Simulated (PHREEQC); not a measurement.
Dissolve 0.22 mol CdCl2, 0.00096 mol NaCl and 0.00017 mol FeSO4 per kg of water at 44 °C. Closed to the air; pH follows from the charge balance.

The numbers come from PHREEQC with the ion-association model, phreeqc.dat.

| quantity | before | after |
|---|---|---|
| pH | 5.16 | 5.45 |
| Cl- (mol/kgw) | 0.179 | 0.0532 |
| CdCl2 (mol/kgw) | 0.0524 | 0.00400 |
| Cd+2 (mol/kgw) | 0.0262 | 0.0126 |
| SI of Halite (NaCl) | -5.63 | -6.07 |
| SI of Melanterite (FeSO4:7H2O) | -6.87 | -6.52 |

Which change was made?
(A) CdCl2 from 0.22 to 0.044 mol/kgw
(B) FeSO4 from 0.00017 to 0.0017 mol/kgw
(C) CdCl2 from 0.22 to 0.022 mol/kgw
(D) temperature from 44 to 25 °C
(E) CdCl2 from 0.22 to 0.44 mol/kgw

A, CdCl2 from 0.22 to 0.044 mol/kgw

Precipitation was switched off in this run. At this temperature some constants are extrapolated from 25 °C, and those without enthalpy data are left unchanged.
